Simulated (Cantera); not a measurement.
Cantera run:

```python
import numpy as np
import cantera as ct

gas_names = """
    H HO2 H2 H2O H2O2 H2S H2SO4 O OH O2 O3 S SH SO SO2 SO3 S2 S2O S8
""".split()
cond_names = """
    H2O(s) H2O(L) H2SO4(L) S(cr1) S(cr2) S(L)
""".split()


def load(file, names, dense=False):
    # The tables refer to 1 bar. Condensed volumes are neglected.
    table = {s.name: s for s in ct.Species.list_from_file(file)}
    out = []
    for n in names:
        d = dict(table[n].input_data)
        d["thermo"] = dict(d["thermo"], **{"reference-pressure": 1e5})
        if dense:
            d["equation-of-state"] = {"model": "constant-volume", "density": "1e6 g/cm^3"}
        out.append(ct.Species.from_dict(d))
    return out


gas = ct.Solution(thermo="ideal-gas", species=load("nasa_gas.yaml", gas_names))
cond = {s.name: ct.Solution(thermo="fixed-stoichiometry", species=[s], name=s.name)
        for s in load("nasa_condensed.yaml", cond_names, dense=True)}
atoms = {
    'H2S': {'H': 2, 'S': 1},
    'H2O': {'H': 2, 'O': 1},
    'O2': {'O': 2},
}
top_T = {}  # K; cautious upper limits of use, not melting points


def equilibrate(T, P, feed):
    n = {}
    for name, mol in feed.items():
        for a, k in atoms[name].items():
            n[a] = n.get(a, 0.0) + k * mol
    gas.TPX = T, P, n
    mass = sum(n.values()) * gas.mean_molecular_weight
    gas.equilibrate("TP")
    valid = [c for c in cond.values() if c.min_temp <= T <= top_T.get(c.name, c.max_temp)]
    mix = ct.Mixture([(gas, mass / gas.mean_molecular_weight)] + [(c, 0.0) for c in valid])
    mix.T, mix.P = T, P
    mix.equilibrate("TP", solver="vcs", rtol=1e-11, max_steps=5000)
    return mix


results = []
feed = {'H2S': 1, 'H2O': 0.74, 'O2': 0.55}  # mol
P = 2600  # Pa
for T in [623, 698, 773, 848, 923, 998, 1073, 1148, 1223, 1298, 1373, 1448, 1523]:
    mix = equilibrate(T, P, feed)
    results.append((T, P, feed, dict(zip(mix.species_names, mix.species_moles))))

top = {s: max(r[3][s] / sum(r[3][g] for g in gas_names) for r in results) for s in gas_names}
cols = sorted((s for s in top if top[s] > 0.0001), key=lambda s: -top[s])[:8]
seen = [c for c in cond_names if any(r[3].get(c, 0) > 1e-12 for r in results)]
print("log10 of partial pressures in bar; condensed amounts in mol")
print(f"{'T/K':>10s}" + "".join(f"{s[:9]:>10s}" for s in cols + seen))
for T, P, feed, n in results:
    ng = sum(n[g] for g in gas_names)
    print(f"{T:10.4g}" + "".join(f"{np.log10(max(n[s] / ng * P / 1e5, 1e-99)):10.3f}" for s in cols)
          + "".join(f"{n.get(c, 0):10.4g}" for c in seen))
```

Output:

```
log10 of partial pressures in bar; condensed amounts in mol
       T/K       H2O       H2S        S2        H2       SO2        S8        SO        SH
       623    -1.723    -2.468    -3.223    -5.799    -2.632    -3.135   -10.148    -9.963
       698    -1.783    -2.354    -2.653    -5.176    -2.554    -4.472    -8.871    -8.691
       773    -1.773    -2.420    -2.558    -4.645    -2.604    -6.995    -7.989    -7.834
       848    -1.763    -2.487    -2.504    -4.207    -2.651    -9.151    -7.272    -7.141
       923    -1.756    -2.550    -2.466    -3.841    -2.688   -10.975    -6.672    -6.565
       998    -1.753    -2.613    -2.439    -3.535    -2.714   -12.535    -6.160    -6.082
      1073    -1.753    -2.676    -2.421    -3.279    -2.726   -13.886    -5.717    -5.671
      1148    -1.757    -2.744    -2.409    -3.066    -2.723   -15.070    -5.326    -5.322
      1223    -1.764    -2.816    -2.402    -2.890    -2.707   -16.120    -4.977    -5.023
      1298    -1.775    -2.894    -2.401    -2.744    -2.681   -17.061    -4.664    -4.766
      1373    -1.789    -2.974    -2.405    -2.624    -2.647   -17.914    -4.382    -4.544
      1448    -1.805    -3.058    -2.414    -2.524    -2.611   -18.696    -4.126    -4.352
      1523    -1.824    -3.142    -2.427    -2.441    -2.575   -19.418    -3.896    -4.185
```

Cantera equilibrium calculation (NASA polynomials, part measured and part estimated; ideal gas, pure solids and liquids). Gases not in the tables: S3 to S7.
